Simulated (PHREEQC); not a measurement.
Dissolve 0.0015 mol/kgw NH3, 4.9e-05 mol/kgw H4SiO4 and 0.0024 mol/kgw Na2CO3 at 25 °C. Closed to the air; pH follows from the charge balance.

Equilibrium calculation in PHREEQC: ion-association model, phreeqc.dat.

This is a speciation only: nothing precipitates in the calculation.

Task: Order these Si species by the share of Si that they hold, largest first: H2SiO4-2, H4SiO4, H3SiO4-.

Result: H3SiO4- (89 %), H4SiO4 (11 %), H2SiO4-2 (0.40 %)

The pH is 10.71 and the ionic strength 0.00648 mol/kgw.
